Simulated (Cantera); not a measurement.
A closed system holds: 1 mol trisilylamine, 0.59 mol N2, 0.0086 mol H2O, at 0.00130 bar.

Cantera equilibrium calculation (NASA polynomials, part measured and part estimated; ideal gas, pure solids and liquids). Candidate condensed phases: H2O, Si, SiO2, Si2N2O, Si3N4; 35 gas species. The feed counts by its element totals alone. Mutual solubility and eutectic melting of coexisting phases are not modelled. Kinetics and transport are ignored.

x: gas mole fraction; n: condensed amount in mol.

```tsv
T (K)	x H2	x N2	x SiO	x H	n Si(s)	n Si2N2O(s)	n Si3N4(s)
725	1.00	<1e-12	<1e-12	?	1.36	0.00860	0.541
800	1.00	<1e-12	<1e-12	?	1.36	0.00860	0.541
875	1.00	2.05e-11	<1e-12	?	1.36	0.00860	0.541
950	1.00	1.18e-9	<1e-12	?	1.36	0.00860	0.541
1025	1.00	3.75e-8	2.63e-11	?	1.36	0.00860	0.541
1100	1.000	7.40e-7	1.05e-9	?	1.36	0.00860	0.541
1175	1.000	9.93e-6	2.62e-8	?	1.36	0.00860	0.541
1250	1.000	9.71e-5	4.39e-7	?	1.36	0.00860	0.540
1325	0.999	0.000731	5.32e-6	?	1.37	0.00858	0.539
1400	0.995	0.00441	4.90e-5	?	1.39	0.00838	0.531
1475	0.977	0.0221	0.000359	?	1.51	0.00694	0.491
1550	0.903	0.0944	0.00172	?	2.06	0	0.309
```

Task: Complete the blanks.

Result: 
- 725, x H: 2.59e-12
- 800, x H: 8.03e-11
- 875, x H: 1.39e-9
- 950, x H: 1.54e-8
- 1025, x H: 1.21e-7
- 1100, x H: 7.17e-7
- 1175, x H: 3.40e-6
- 1250, x H: 1.34e-5
- 1325, x H: 4.53e-5
- 1400, x H: 0.000135
- 1475, x H: 0.000356
- 1550, x H: 0.000830
